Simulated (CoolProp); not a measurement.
Hexamethyldisiloxane (MM) along the isobar 0.834 MPa: Z from the reference equation and from simpler models built on Tc = 518.7 K, pc = 1.931 MPa, ω = 0.418; each cubic takes its own stable root.

Computed with CoolProp (reference Helmholtz-energy equation of state, Thol 2016).

```csv
T (K),phase,reference
400.4,liquid,0.06319
418.5,liquid,0.06287
436.6,liquid,0.06302
454.8,liquid,0.06387
472.9,gas,0.7296
491,gas,0.7763
509.1,gas,0.8108
527.3,gas,0.8378
```

Q: How far does each simpler model (van der Waals, Peng-Robinson) lie from the reference over these 8 states: mean and median of the absolute difference, and the worst?

A: 
- van der Waals: mean 296.6 %, median 37.9 %, worst +1125.3 % at 454.8 K and 0.834 MPa
- Peng-Robinson: mean 2.0 %, median 1.0 %, worst -5.1 % at 400.4 K and 0.834 MPa

At some of these states van der Waals gives the other phase, because its saturation line lies elsewhere.
